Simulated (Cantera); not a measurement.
Charge: 1 mol BN, 0.32 mol O2, 2.1 mol H2, at 1673.15 K and 1000 Pa.

Equilibrium computed with Cantera from the NASA thermochemical tables; the gas is ideal and each condensed phase is pure. Candidate condensed phases: B, BN, B2O3, B3O3H3, H2O; 39 gas species. Equilibrium is a limit: real reactors are often held back by kinetics, nucleation or transport.

Base state: H2 0.784, N2 0.0909, B2O3 0.0460, HBO 0.0438, HBO2 0.0208, B2O2 0.0120, BO 0.00117, H 0.00101 (mole fractions); condensed: BN(s).

### Question
What changes in the equilibrium state with this change: temperature from 1673.15 K to 1750 K?

### Answer
```csv
species,before,after
H2,0.784,0.762
N2,0.0909,0.0979
HBO,0.0438,0.0641
B2O3,0.0460,0.0352
B2O2,0.0120,0.0226
HBO2,0.0208,0.0129
BO,0.00117,0.00322
H,0.00101,0.00203
"BN(s), mol",0.533,0.487
```
